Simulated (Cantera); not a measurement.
A freely propagating, adiabatic, planar premixed flame of H₂ : O₂ : N₂ = 1 : 0.217 : 0.587 (molar parts), equivalence ratio 2.3, unburnt at 600 K and 0.300 bar; mixture-averaged transport, grid criteria slope 0.08 and curve 0.16, no radiation.

Cantera simulation using the H2/O2 subset of GRI-Mech 3.0, which has no nitrogen chemistry; the numbers are that mechanism's predictions, not measurements. Burning velocities carry a grid error of a few per cent, more on coarse grids.

Question: What does this change do: inlet temperature 600 to 700 K?

Answer: 
```csv
quantity,before,after
laminar burning velocity,904 cm/s,1190 cm/s
thermal thickness,2.06 mm,2.21 mm
peak x(O),0.00478,0.00528
peak x(HO₂),9.45e-5,6.69e-5
peak x(H),0.136,0.146
```
